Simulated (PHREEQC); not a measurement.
1 kg of water holding 58 mmol/kgw NaHCO3, 8.1 mmol/kgw KCl and 15 mmol/kgw NaCl is evaporated at 25 °C; the solids stay in contact with the brine. CO2 is held at log p = -3.4 (atm). The run lets Halite, Kalicinite, Nahcolite, Natron, Sylvite, Trona precipitate or redissolve, and no other solid.

Model: Pitzer model, pitzer.dat, run in PHREEQC.

```tsv
water left (kg)	ionic strength	water activity	Trona (mol)	Cl in solution (mol/kgw)	K in solution (mol/kgw)	Na in solution (mol/kgw)
1	0.0954	0.998	0	0.0231	0.00810	0.0730
0.6758	0.144	0.997	0	0.0342	0.0120	0.108
0.5555	0.177	0.996	0	0.0416	0.0146	0.131
0.3754	0.267	0.994	0	0.0615	0.0216	0.194
0.3086	0.328	0.993	0	0.0749	0.0262	0.237
0.2086	0.492	0.990	0	0.111	0.0388	0.350
0.141	0.736	0.985	0	0.164	0.0574	0.518
0.116	0.900	0.983	0	0.199	0.0698	0.629
0.07851	1.34	0.975	0	0.294	0.103	0.930
0.06461	1.64	0.970	0	0.358	0.125	1.13
0.04379	2.43	0.957	0	0.527	0.185	1.67
0.03609	2.96	0.948	0	0.640	0.224	2.02
0.02453	4.38	0.923	0	0.942	0.330	2.98
0.01674	6.44	0.882	0	1.38	0.484	4.36
0.01384	7.79	0.851	0	1.67	0.585	5.28
0.009139	7.82	0.826	0.00830	2.53	0.886	5.26
0.007398	7.76	0.811	0.0115	3.12	1.09	5.20
0.004792	7.88	0.765	0.0160	4.82	1.69	5.23
```

Trona from water left = 0.01128 kg (pH 10.10).
